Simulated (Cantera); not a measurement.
**Ammonia decomposition in nitride growth gas**

An isothermal, constant-pressure homogeneous reactor starts with 52.4 % NH₃, 47.6 % N₂, at 1750 K and 750 Torr.

Cantera simulation using the gas-phase N/H chemistry of the illustrative SiF4/NH3 mechanism in the Surface Chemkin manual (1991); the numbers are that mechanism's predictions, not measurements. Walls and surfaces, which speed up NH3 decomposition in real reactors, are not modelled.

```tsv
t (s)	x NH₃	x H	x H₂	x NH₂	x N	x N₂H₄
4.00e-6	0.524	3.53e-8	9.42e-7	1.92e-6	<1e-12	1.31e-11
1.15e-5	0.524	3.53e-8	2.76e-6	5.56e-6	<1e-12	1.34e-10
3.28e-5	0.524	3.55e-8	8.00e-6	1.60e-5	1.02e-12	1.18e-9
9.40e-5	0.524	3.76e-8	2.34e-5	4.55e-5	2.54e-11	9.79e-9
0.000269	0.523	5.59e-8	7.91e-5	0.000122	1.79e-10	7.11e-8
0.000771	0.523	1.45e-7	0.000381	0.000222	6.93e-10	2.35e-7
0.00221	0.522	3.57e-7	0.00155	0.000235	1.79e-9	2.64e-7
0.00632	0.518	9.26e-7	0.00490	0.000231	4.74e-9	2.55e-7
0.0181	0.509	2.48e-6	0.0143	0.000222	1.25e-8	2.36e-7
0.0519	0.483	6.61e-6	0.0398	0.000206	2.74e-8	2.04e-7
0.149	0.419	1.71e-5	0.103	0.000181	4.33e-8	1.57e-7
0.426	0.295	4.06e-5	0.225	0.000138	5.11e-8	9.14e-8
1.22	0.139	8.17e-5	0.378	7.84e-5	4.65e-8	2.94e-8
3.49	0.0407	0.000129	0.475	2.87e-5	2.81e-8	3.95e-9
10.0	0.00989	0.000157	0.506	8.01e-6	1.04e-8	3.06e-10
```
x: mole fraction; the columns are a selection and need not sum to one.

Equilibrium at this temperature and pressure: NH₃ 8.29e-6, H 0.000168, H₂ 0.515, NH₂ 7.05e-9, N 1.02e-11, N₂H₄ <1e-12 (gas phase only).
